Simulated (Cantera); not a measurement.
A closed system holds: 1 mol CH₃OH, 0.65 mol CO₂, 35 mol N₂, held at 1052 °C and 1000 Pa.

Method: chemical equilibrium by Gibbs-energy minimisation in Cantera with the NASA 1993 tables (ideal gas, pure condensed phases). Candidate condensed phases: C, C₆H₆, C₇H₈, C₈H₁₈, H₂O; 136 gas species. Kinetics and transport are ignored.

Base state: N₂ 0.906, H₂ 0.0405, CO 0.0371, H₂O 0.0113, CO₂ 0.00555 (mole fractions); condensed: gas only.

Problem. What changes in the equilibrium state with this change: temperature from 1052 °C to 725 °C?

Solution. 
```csv
species,before,after
N₂,0.906,0.906
H₂,0.0405,0.0438
CO,0.0371,0.0338
CO₂,0.00555,0.00888
H₂O,0.0113,0.00794
```
